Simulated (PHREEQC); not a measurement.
## Spent oxide etchant

Solution (25 °C): 1.5 mmol/kgw HF, 22 mmol/kgw H2SiF6, 0.051 mmol/kgw HBF4 and 32 mmol/kgw H2SO4. Closed to the air; pH follows from the charge balance.

The numbers come from PHREEQC with the ion-association model, phreeqc.dat.

```json
{
  "pH": "1.17",
  "ionic_strength": "0.111 mol/kgw",
  "density": "1.001 g/cm³",
  "total_alkalinity": "-198 meq/kg"
}
```

| species | molality | activity | log γ |
|---|---|---|---|
| H+ | 0.0820 | 0.0673 | -0.086 |
| HSO4- | 0.0241 | 0.0187 | -0.110 |
| SiF6-2 | 0.0210 | 0.00762 | -0.439 |
| SO4-2 | 0.00792 | 0.00285 | -0.444 |
| HF | 0.00769 | 0.00789 | 0.011 |
| H4SiO4 | 0.00104 | 0.00107 | 0.011 |
| F- | 0.000104 | 7.81e-5 | -0.123 |

No solid was allowed to form. Saturation is exceeded, for instance for Quartz (slow to form), Chalcedony (slow to form); the values hold only as long as no solid forms. SiF6-2 is the database's only silicon fluoride. Real BF4- forms and hydrolyses slowly; the run takes it at equilibrium.
